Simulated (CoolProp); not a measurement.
Saturation properties of n-heptane.

Model: reference Helmholtz-energy equation of state, Span 2003, in CoolProp. It is a short technical equation, of lower accuracy than the large ones.

```csv
T (°C),p (kPa),liquid density (kg/m³),vapour density (kg/m³),surface tension (mN/m),liquid conductivity (mW/(m K))
137.85,284.1,574.4,9.343,9.13,91.1
147.65,354.7,563.7,11.63,8.28,88.7
157.45,437.9,552.5,14.35,7.44,86.4
167.15,533.9,540.9,17.56,6.63,84.1
176.95,646.3,528.6,21.42,5.83,81.8
186.75,775.6,515.4,26.03,5.05,79.6
196.45,922.0,501.5,31.49,4.30,77.3
206.25,1090,486.2,38.15,3.56,75.1
216.05,1281,469.4,46.32,2.85,72.8
225.85,1496,450.3,56.54,2.18,70.6
```

It boils at 98.4 °C under 1 atm.

Thermal conductivity comes from a separate model (Assael 2013). Surface tension comes from a separate correlation (Mulero 2012).
